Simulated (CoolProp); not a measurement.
Saturation properties of n-perfluorohexane (Tc = 448.0 K, pc = 17.42 bar, ω = 0.497).

Values from CoolProp's reference Helmholtz-energy equation of state, Gao 2022.

```tsv
T (K)	p (bar)	liquid density (kg/m³)	vapour density (kg/m³)	enthalpy of vaporisation (kJ/kg)
319.5	0.6927	1612	9.251	87.48
322.3	0.7670	1604	10.19	86.71
325.2	0.8504	1594	11.25	85.91
328.1	0.9407	1585	12.39	85.09
331	1.038	1576	13.62	84.27
333.9	1.144	1567	14.95	83.44
336.8	1.257	1557	16.38	82.59
339.7	1.379	1548	17.91	81.73
342.5	1.506	1538	19.50	80.89
345.4	1.646	1529	21.27	80.01
348.3	1.796	1519	23.17	79.11
351.2	1.956	1508	25.20	78.20
```

It boils at 330.3 K under 1 atm.
